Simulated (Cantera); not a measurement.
An isothermal plug-flow reactor at 775 K and 750 Torr (inlet), inlet velocity 0.55 m/s, active area per volume 210 1/m; feed CO : O2 : N2 = 0.0058 : 0.066 : 0.79 (molar parts), equivalence ratio 0.044.

Cantera simulation using Deutschmann's 1995 Pt surface mechanism with GRI-Mech 3.0 gas chemistry; the numbers are that mechanism's predictions, not measurements. Catalytic surfaces can have several steady states; this one follows from the mechanism file's or the stated starting coverage. Mass transfer to the wall is taken as infinitely fast.

x: gas mole fraction; θ: surface coverage.

| z (m) | x CO | x O2 | x H2O | x CO2 | θ free Pt | θ O* | θ CO* |
|---|---|---|---|---|---|---|---|
| 3.8e-05 | 0.00555 | 0.0760 | <1e-12 | 0.00118 | 0.276 | 0.115 | 0.609 |
| 7.3e-05 | 0.00417 | 0.0754 | <1e-12 | 0.00257 | 0.124 | 0.861 | 0.0159 |
| 0.00014 | 0.00390 | 0.0753 | <1e-12 | 0.00284 | 0.0783 | 0.916 | 0.00562 |
| 0.00027 | 0.00361 | 0.0751 | <1e-12 | (withheld) | (withheld) | 0.933 | (withheld) |
| 0.00053 | 0.00325 | 0.0750 | <1e-12 | 0.00349 | 0.0539 | 0.944 | 0.00216 |
| 0.001 | 0.00282 | 0.0748 | <1e-12 | 0.00392 | 0.0469 | 0.952 | 0.00141 |
| 0.002 | 0.00224 | 0.0745 | <1e-12 | 0.00450 | 0.0410 | 0.958 | 0.000851 |
| 0.0038 | (withheld) | 0.0742 | <1e-12 | (withheld) | (withheld) | 0.963 | (withheld) |

Problem. Some entries are withheld; supply them.

Solution. 
- 0.00027, x CO2: 0.00313
- 0.00027, θ free Pt: 0.0636
- 0.00027, θ CO*: 0.00338
- 0.0038, x CO: 0.00162
- 0.0038, x CO2: 0.00513
- 0.0038, θ free Pt: 0.0367
- 0.0038, θ CO*: 0.000492
